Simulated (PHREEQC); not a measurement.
Make-up at 20 °C: 0.12 mol HF, 0.055 mol (CH3)4NF, 0.0017 mol H2SiF6 and 0.056 mol H2SO4 per kg of water. Closed to the air; pH follows from the charge balance.

The numbers come from PHREEQC with the ion-association model, wateq4f.dat.

| quantity | before | after |
|---|---|---|
| pH | 1.54 | 1.63 |
| ionic strength (mol/kgw) | 0.118 | 0.105 |
| HF (mol/kgw) | 0.102 | 0.132 |
| H2F2 (mol/kgw) | 0.0333 | 0.0181 |
| HSO4- (mol/kgw) | 0.0302 | 0.0367 |
| SI of Quartz (SiO2) | -7.93 | -6.60 |

Q: Which change was made?
A) (CH3)4NF replaced by NaF at the same molality
B) HF from 0.12 to 0.012 mol/kgw
C) temperature from 20 to 50 °C
D) temperature from 20 to 10 °C
E) H2SO4 from 0.056 to 0.0504 mol/kgw

A: C, temperature from 20 to 50 °C

Precipitation was switched off in this run. (CH3)4N+ isn't in the database: it is added as a free cation with an ion size of 4 Å. wateq4f.dat counts part of the HF as a dimer, H2F2, which phreeqc.dat doesn't know; its constant is uncertain. Constants without temperature data keep their 25 °C values here. SiF6-2 is the database's only silicon fluoride.
